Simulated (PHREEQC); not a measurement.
Consider water at 25 °C with 0.0041 mol/kgw TMAH and 0.0083 mol/kgw K2CO3. Closed to the air; pH follows from the charge balance.

All values are PHREEQC results (ion-association model, phreeqc.dat), not measurements.

No solid was allowed to form.

**Question.** Estimate the pH, ionic strength.

**Answer.** pH 11.56; ionic strength 0.0287 mol/kgw.

**Question.** In which forms is C present?

**Answer.** CO3-2 96 %, HCO3- 3.5 % of the C.

Species that the database lacks are ignored. (CH3)4N+ isn't in the database: it is added as a free cation with an ion size of 4 Å.
